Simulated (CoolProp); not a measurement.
Vapour-liquid equilibrium of CHF3 (R23) (1) + R134a (2) at 0.484 bar; x and y are mole fractions of (1).

The numbers come from the multi-fluid Helmholtz-energy mixture model, Penoncello 2003 and Tillner-Roth 1994; pair parameters Bell 2016 in CoolProp.

```tsv
x	bubble temperature (°C)	y at the bubble point	dew temperature at overall composition x (°C)	liquid density (mol/L)
0.05	-50.6	0.435	-42.0	14.39
0.2	-67.7	0.839	-44.9	15.55
0.35	-76.8	0.933	-48.4	16.57
0.5	-82.7	0.968	-52.5	17.58
0.65	-87.1	0.985	-57.7	18.63
0.8	-90.4	0.994	-65.1	19.73
0.95	-93.1	0.999	-79.3	20.88
```

No azeotrope shows between x = 0.05 and 0.95.

Pair parameters are fitted to limited data, so mixtures are less certain than the pure fluids.
